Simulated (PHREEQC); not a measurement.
Consider water at 60 °C with 1.4 mol MgCl2 and 4e-05 mol H4SiO4 per kg of water. Closed to the air; pH follows from the charge balance.

All values are PHREEQC results (Pitzer model, pitzer.dat), not measurements.

```
quantity                  before  after
------------------------  ------  -----
pH                          5.20   5.09
ionic strength (mol/kgw)    4.20   4.20
```

Which change was made?
A. MgCl2 left out
B. temperature from 60 to 70 °C
C. diluted 100-fold with water
D. H4SiO4 left out
E. H4SiO4 from 4e-05 to 8e-06 mol/kgw

B, temperature from 60 to 70 °C

Precipitation was switched off in this run. In brines, pH and single-ion activities rest on the MacInnes convention. Constants without temperature data keep their 25 °C values here.
